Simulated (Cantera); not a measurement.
Charge: 1 mol NiS, 0.91 mol H2, 38 mol N2, held at 1077 °C and 2.80 mbar.

Cantera equilibrium calculation (NASA polynomials, part measured and part estimated; ideal gas, pure solids and liquids). Candidate condensed phases: Ni, NiS, NiS2, Ni3S2, Ni3S4, S; 17 gas species. Rates play no part.

Base state: N2 0.973, H2 0.0226, S2 0.00392, H2S 0.000611, SH 7.87e-5 (mole fractions); condensed: Ni3S2(l).

Task: What changes in the equilibrium state with this change: 0.41 mol CH4 added?

Result: 
```csv
species,before,after
N2,0.973,0.953
H2,0.0226,0.0429
CS2,0,0.00330
S2,0.00392,0.000580
CS,0,0.000108
HCN,0,6.58e-5
"Ni3S2(l), mol",0.333,0.333
"C(graphite), mol",0,0.271
```
Further candidate phases: C, C6H6, C7H8, C8H18.
